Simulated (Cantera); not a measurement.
An adiabatic, constant-pressure homogeneous reactor starts with H₂ : O₂ : N₂ : H₂O = 1 : 0.617 : 2.32 : 0.76 (molar parts), at 1373 K and 110000 Pa.

Detailed kinetics in Cantera: the H2/O2 subset of GRI-Mech 3.0, which has no nitrogen chemistry.

Q: Predict: time of steepest temperature rise; temperature at 2.00 s; equilibrium temperature; x(H₂) at 2.00 s; x(O₂) at 2.00 s; x(H₂O) at 2.00 s; x(H₂O₂) at 2.00 s; x(O) at 2.00 s; x(H) at 2.00 s; x(HO₂) at 2.00 s.

A: 
- time of steepest temperature rise = 23.7 µs
- temperature at 2.00 s = 2552 K
- equilibrium temperature = 2552 K
- x(H₂) at 2.00 s = 0.0162 (gas-phase equilibrium 0.0162)
- x(O₂) at 2.00 s = 0.0299 (gas-phase equilibrium 0.0299)
- x(H₂O) at 2.00 s = 0.384 (gas-phase equilibrium 0.384)
- x(H₂O₂) at 2.00 s = 5.48e-7 (gas-phase equilibrium 5.48e-7)
- x(O) at 2.00 s = 0.00309 (gas-phase equilibrium 0.00309)
- x(H) at 2.00 s = 0.00385 (gas-phase equilibrium 0.00385)
- x(HO₂) at 2.00 s = 7.59e-6 (gas-phase equilibrium 7.59e-6)
